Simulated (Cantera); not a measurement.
Input: 1 mol SiC, 0.0026 mol O2, 94 mol H2, 2.8 mol H2O, at 1800 K and 3.50e-6 bar.

Cantera equilibrium calculation (NASA polynomials, part measured and part estimated; ideal gas, pure solids and liquids). Candidate condensed phases: C, C6H6, C7H8, C8H18, H2O, Si, SiC, SiO2; 123 gas species. Equilibrium is a limit: real reactors are often held back by kinetics, nucleation or transport.

Base state: H2 0.803, H 0.171, SiO 0.00925, CO 0.00923, H2O 0.00731, OH 0.000103, CO2 2.20e-5, O 1.71e-5 (mole fractions); condensed: gas only.

Question: What changes in the equilibrium state with this change: temperature from 1800 K to 1598.15 K?

Answer: 
```tsv
species	before	after
H2	0.803	0.944
H	0.171	0.0277
SiO	0.00925	0.00998
O	1.71e-5	2.23e-7
OH	0.000103	9.14e-6
CO2	2.20e-5	2.81e-5
```
